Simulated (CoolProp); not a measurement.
Vapour pressure (bar) of benzene: the reference equation beside estimates from Tc = 288.9 °C, pc = 49.06 bar, ω = 0.211. Clausius-Clapeyron is anchored at 122.75 °C with a constant enthalpy of vaporisation of 28.14 kJ/mol.

Model: reference Helmholtz-energy equation of state, Thol 2012, in CoolProp.

```csv
T (°C),reference,Lee-Kesler,Clausius-Clapeyron,Redlich-Kwong,Soave-Redlich-Kwong,Peng-Robinson
49.45,0.3545,0.3514,0.4593,0.6211,0.3552,0.3664
61.65,0.5537,0.5489,0.6732,0.9313,0.5530,0.5657
73.85,0.8333,0.8272,0.9605,1.348,0.8310,0.8439
86.15,1.217,1.211,1.341,1.898,1.214,1.225
98.35,1.723,1.717,1.827,2.594,1.718,1.725
110.55,2.376,2.372,2.441,3.461,2.372,2.371
122.75,3.203,3.205,3.203,4.523,3.203,3.191
134.95,4.233,4.241,4.136,5.802,4.241,4.212
147.15,5.493,5.509,5.262,7.318,5.515,5.465
159.45,7.028,7.054,6.615,9.111,7.071,6.996
171.65,8.844,8.879,8.199,11.17,8.918,8.813
183.85,10.98,11.03,10.04,13.53,11.10,10.96
```

Absolute difference from the reference over all 12 rows, mean and median: Lee-Kesler 0.4 and 0.4 %, Clausius-Clapeyron 9.5 and 6.7 %, Redlich-Kwong 45.7 and 43.4 %, Soave-Redlich-Kwong 0.4 and 0.3 %, Peng-Robinson 0.8 and 0.5 %.
